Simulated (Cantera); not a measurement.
Mixture: 11.4 % H₂, 11.7 % O₂, 76.9 % N₂, equivalence ratio 0.49, at 20.0 bar, adiabatic and at constant volume. Ignition delay is the time to a rise of 400 K.

Detailed kinetics in Cantera: the H2/O2 subset of GRI-Mech 3.0, which has no nitrogen chemistry. The hydrogen kinetics of GRI-Mech 3.0 are dated; newer H2 mechanisms differ, most at raised pressure. The pressure lies above the range GRI-Mech 3.0 was tuned for (to about 10 atm).

Problem. Predict: delay at 1073 K; delay at 1148 K; delay at 1223 K; delay at 1298 K; delay at 1373 K; delay at 1448 K; delay at 1523 K; apparent activation energy between 1373 and 1523 K.

Solution. 
```json
{
 "delay at 1073 K": "2.38 ms",
 "delay at 1148 K": "0.545 ms",
 "delay at 1223 K": "0.125 ms",
 "delay at 1298 K": "22.1 µs",
 "delay at 1373 K": "4.10 µs",
 "delay at 1448 K": "1.99 µs",
 "delay at 1523 K": "1.30 µs",
 "apparent activation energy between 1373 and 1523 K": "130 kJ/mol"
}
```
